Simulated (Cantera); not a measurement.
A Cantera script and its output.

```python
import numpy as np
import cantera as ct

gas = ct.Solution("gri30.yaml")
gas.TPX = 1150, 800000, {'CH4': 1, 'O2': 4.65, 'N2': 17.5, 'CO2': 1.1}
reactor = ct.IdealGasConstPressureReactor(gas, energy="on", clone=False)
net = ct.ReactorNet([reactor])
net.rtol, net.atol = 1e-08, 1e-16
show = ['CH4', 'O2', 'CO2', 'NO', 'C2H4']
times = np.geomspace(3e-06, 2, 16)

steps = ct.SolutionArray(gas, extra=["t"])
rows = []
print(f"{'t/s':>10s}{'T/K':>9s}{'P/Pa':>11s}" + "".join(f"{s:>11s}" for s in show))
for t in times:
    while net.time < t:
        t_next = net.step()
        steps.append(gas.state, t=t_next)
    rows.append([np.interp(t, steps.t, y) for y in (steps.T, steps.P, *steps(*show).X.T)])
    print(f"{t:10.3e}{rows[-1][0]:9.1f}{rows[-1][1]:11.4g}" + "".join(f"{x:11.3e}" for x in rows[-1][2:]))
rate = np.gradient(steps.T, steps.t)
print("integrator steps:", len(steps.t))
if steps.T.max() > steps.T[0] + 200:
    print(f"time of steepest temperature rise: {steps.t[rate.argmax()]:.4e} s")
gas.TPX = 1150, 800000, {'CH4': 1, 'O2': 4.65, 'N2': 17.5, 'CO2': 1.1}
gas.equilibrate("HP")
print(f"equilibrium (HP): T = {gas.T:.1f} K  " + "  ".join(f"{s} {gas[s].X[0]:.3e}" for s in show))
```

Result:

```
       t/s      T/K       P/Pa        CH4         O2        CO2         NO       C2H4
 3.000e-06   1150.0      8e+05  4.124e-02  1.918e-01  4.536e-02  1.068e-22  8.490e-17
 7.335e-06   1150.0      8e+05  4.124e-02  1.918e-01  4.536e-02  6.184e-22  1.541e-15
 1.793e-05   1150.0      8e+05  4.124e-02  1.918e-01  4.536e-02  3.665e-21  2.514e-14
 4.384e-05   1150.0      8e+05  4.124e-02  1.918e-01  4.536e-02  2.243e-20  4.033e-13
 1.072e-04   1150.0      8e+05  4.124e-02  1.918e-01  4.536e-02  1.471e-19  7.126e-12
 2.621e-04   1150.0      8e+05  4.124e-02  1.918e-01  4.536e-02  1.140e-18  1.656e-10
 6.407e-04   1150.0      8e+05  4.123e-02  1.917e-01  4.536e-02  1.208e-17  5.358e-09
 1.567e-03   1150.2      8e+05  4.120e-02  1.917e-01  4.536e-02  1.181e-16  8.951e-08
 3.830e-03   1151.2      8e+05  4.102e-02  1.916e-01  4.536e-02  1.081e-15  1.076e-06
 9.364e-03   2008.9      8e+05  2.052e-17  1.090e-01  8.643e-02  8.473e-06  1.800e-28
 2.289e-02   2008.8      8e+05 -7.036e-23  1.090e-01  8.643e-02  7.308e-05 -1.124e-33
 5.597e-02   2008.4      8e+05  7.840e-23  1.089e-01  8.643e-02  2.293e-04  1.615e-34
 1.369e-01   2007.6      8e+05  6.309e-23  1.087e-01  8.644e-02  6.002e-04  3.958e-35
 3.346e-01   2005.7      8e+05  6.039e-23  1.083e-01  8.644e-02  1.431e-03  3.641e-35
 8.180e-01   2002.3      8e+05  5.575e-23  1.075e-01  8.644e-02  2.977e-03  3.155e-35
 2.000e+00   1998.5      8e+05  5.116e-23  1.067e-01  8.645e-02  4.646e-03  2.702e-35
integrator steps: 1922
time of steepest temperature rise: 8.5902e-03 s
equilibrium (HP): T = 1997.3 K  CH4 7.647e-23  O2 1.064e-01  CO2 8.645e-02  NO 5.190e-03  C2H4 3.245e-35
```

Computed with Cantera and GRI-Mech 3.0 (53 species, 325 reactions).
